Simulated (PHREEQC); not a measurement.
Solution A (0.013 mol/kgw HCl, 0.0004 mol/kgw ZnSO4 and 0.019 mol/kgw CuCl2) is mixed with solution B (1.1 mmol/kgw NiCl2, 0.09 mmol/kgw NaOH and 0.049 mmol/kgw HCl) at 25 °C; shares are by mass of water, 1 kg in all. Oxygen alone is held at its pressure in air (log pO2 = -0.68). No CO2 enters from the air. Only these solids could form: Tenorite, Brochantite, Antlerite, Atacamite, Zincite(c), Zn4(OH)6SO4, Zn5(OH)8Cl2, Ni(OH)2, Ni4(OH)6SO4, Halite, Mirabilite, Chalcanthite, Goslarite, Morenosite.

The series has 21 steps of share of solution B, from 0 to 1.

The numbers come from PHREEQC with the ion-association model, wateq4f.dat.

### Question
Which solids form, in which order, and at which step of the series does each first stand?

### Answer
Ni(OH)2 from share of solution B = 1 (pH 6.94).

### Question
Between which two steps does the pH jump most, and from what to what?

### Answer
Between share of solution B = 0.95 and 1: from 3.25 to 6.94.

The database's Ni(OH)2 is the aged solid; a fresh precipitate is more soluble.
